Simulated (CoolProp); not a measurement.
Vapour-liquid equilibrium of o-xylene (1) + n-decane (2) at 0.851 MPa; x and y are mole fractions of (1).

Computed with CoolProp (multi-fluid Helmholtz-energy mixture model, Zhou 2012 and Lemmon 2006; pair parameters Bell 2016).

```
x     bubble temperature (°C)  y at the bubble point  dew temperature at overall composition x (°C)  liquid density (mol/L)
----  -----------------------  ---------------------  ---------------------------------------------  ----------------------
0.05                    279.7                    ___                                          280.2                   3.474
0.15                    276.1                    ___                                          277.4                   3.674
0.25                    272.4                  0.323                                          274.6                   3.889
0.35                    268.8                  0.439                                          271.6                   4.119
0.45                    265.3                  0.546                                            ___                   4.366
0.55                      ___                  0.645                                          265.2                     ___
0.65                      ___                  0.737                                          261.7                   4.922
0.75                    255.3                    ___                                          258.1                   5.235
0.85                    252.2                  0.897                                          254.2                   5.577
0.95                      ___                  0.967                                          250.0                   5.952
```

**Question.** Complete the blanks.

**Answer.** 
- 0.05, y at the bubble point: 0.068
- 0.15, y at the bubble point: 0.199
- 0.45, dew temperature at overall composition x (°C): 268.5
- 0.55, bubble temperature (°C): 261.9
- 0.55, liquid density (mol/L): 4.633
- 0.65, bubble temperature (°C): 258.6
- 0.75, y at the bubble point: 0.820
- 0.95, bubble temperature (°C): 249.2

No azeotrope shows between x = 0.05 and 0.95.

Pair parameters are fitted to limited data, so mixtures are less certain than the pure fluids.
